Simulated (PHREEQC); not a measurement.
1 kg of water holding 0.004 mol/kgw MgSO4 and 0.1 mol/kgw KCl is evaporated at 40 °C; the solids stay in contact with the brine. CO2 from the air is kept out. Solids allowed: Arcanite, Bischofite, Brucite, Carnallite, Epsomite, Hexahydrite, Kainite, Kieserite, Leonite, Misenite, Schoenite, Sylvite, MgCl2_4H2O. Others were left out.

The series has 28 steps of water left (kg), from 1 to 0.005012.

The numbers come from PHREEQC with the Pitzer model, pitzer.dat.

Q: Which solids form, in which order, and at which step of the series does each first stand?

A: Arcanite from water left = 0.02407 kg; Sylvite from water left = 0.01627 kg.

Away from 25 °C the constants follow the database's enthalpies or fits; those with neither stay at their 25 °C values.
